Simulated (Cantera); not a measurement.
Input (Python, Cantera) and output of one run.

```python
import numpy as np
import cantera as ct

gas_names = """
    CL CL2 H HCL H2 N NH NH2 NH3 N2 N2H2 N2H4 Si SiCL SiCL2 SiCL3 SiCL4 SiH SiHCL3 SiH2 SiH2CL2 SiH3
    SiH3CL SiH4 SiN Si2 Si2N Si3
""".split()
cond_names = """
    NH4CL(a) NH4CL(b) Si(cr) Si(L) Si3N4(a)
""".split()


# ... load() reads the species with a 1 bar reference pressure and builds the phases ...
atoms = {
    'Si2H6': {'Si': 2, 'H': 6},
    'Cl2': {'CL': 2},
    'N2': {'N': 2},
}
top_T = {'Si3N4(a)': 2400}  # K; cautious upper limits of use, not melting points


# ... equilibrate(T, P, feed) seeds the gas with the atoms and calls Mixture.equilibrate('TP', solver="vcs", rtol=1e-11, max_steps=5000) ...
results = []
feed = {'Si2H6': 1, 'Cl2': 0.75, 'N2': 240}  # mol
T = 1748  # K
for P in [100, 300, 880, 2600, 7700, 23000, 68000, 200000]:
    mix = equilibrate(T, P, feed)
    results.append((T, P, feed, dict(zip(mix.species_names, mix.species_moles))))
    x = sorted(zip(gas.X, gas.species_names), reverse=True)
    print(f"T = {T:g} K  P = {P:g} Pa  gas = {mix.phase_moles(0):.4g} mol")
    print("   x: " + "  ".join(f"{s} {v:.3e}" for v, s in x if v > 1e-06))
    print("   condensed (mol): " + ("  ".join(f"{mix.phase(i).name} {mix.phase_moles(i):.4g}"
          for i in range(1, mix.n_phases) if mix.phase_moles(i) > 1e-12) or "none"))
```

It prints:

```
T = 1748 K  P = 100 Pa  gas = 244.2 mol
   x: N2 9.826e-01  H2 1.072e-02  HCL 2.376e-03  SiCL2 1.755e-03  Si 1.455e-03  H 7.480e-04  CL 1.279e-04  SiCL 1.256e-04  Si2N 4.037e-05  SiN 2.367e-05  Si2 7.480e-06  SiH 6.342e-06  Si3 1.833e-06
   condensed (mol): Si(L) 1.153
T = 1748 K  P = 300 Pa  gas = 243.9 mol
   x: N2 9.838e-01  H2 1.087e-02  HCL 2.417e-03  SiCL2 1.790e-03  Si 4.852e-04  H 4.349e-04  CL 7.460e-05  SiCL 7.325e-05  Si2N 2.332e-05  SiN 1.367e-05  SiH 3.688e-06  Si2 2.493e-06  SiCL3 1.452e-06
   condensed (mol): Si(L) 1.409
T = 1748 K  P = 880 Pa  gas = 242.8 mol
   x: N2 9.843e-01  H2 1.074e-02  HCL 2.979e-03  SiCL2 1.554e-03  H 2.524e-04  Si 9.334e-05  CL 5.402e-05  SiCL 2.993e-05  SiN 4.507e-06  Si2N 4.338e-06  SiCL3 2.677e-06  SiH 1.208e-06
   condensed (mol): Si3N4(a) 0.5295
T = 1748 K  P = 2600 Pa  gas = 242.6 mol
   x: N2 9.844e-01  H2 1.044e-02  HCL 3.710e-03  SiCL2 1.204e-03  H 1.448e-04  CL 3.970e-05  Si 1.534e-05  SiCL 1.068e-05  SiCL3 4.505e-06  SiN 1.273e-06
   condensed (mol): Si3N4(a) 0.5666
T = 1748 K  P = 7700 Pa  gas = 242.6 mol
   x: N2 9.845e-01  H2 1.012e-02  HCL 4.421e-03  SiCL2 8.555e-04  H 8.281e-05  CL 2.792e-05  SiCL3 6.667e-06  SiCL 3.644e-06  Si 2.512e-06
   condensed (mol): Si3N4(a) 0.5964
T = 1748 K  P = 23000 Pa  gas = 242.5 mol
   x: N2 9.845e-01  H2 9.828e-03  HCL 5.036e-03  SiCL2 5.510e-04  H 4.723e-05  CL 1.867e-05  SiCL3 8.577e-06  SiCL 1.175e-06
   condensed (mol): Si3N4(a) 0.6213
T = 1748 K  P = 68000 Pa  gas = 242.5 mol
   x: N2 9.845e-01  H2 9.613e-03  HCL 5.492e-03  SiCL2 3.252e-04  H 2.717e-05  CL 1.197e-05  SiCL3 9.598e-06
   condensed (mol): Si3N4(a) 0.6395
T = 1748 K  P = 200000 Pa  gas = 242.4 mol
   x: N2 9.845e-01  H2 9.471e-03  HCL 5.789e-03  SiCL2 1.786e-04  H 1.572e-05  SiCL3 9.600e-06  CL 7.414e-06
   condensed (mol): Si3N4(a) 0.6513
```

Cantera equilibrium calculation (NASA polynomials, part measured and part estimated; ideal gas, pure solids and liquids). The feed counts by its element totals alone. The tables' values for SiCl, SiN are old estimates; treat these amounts as uncertain.
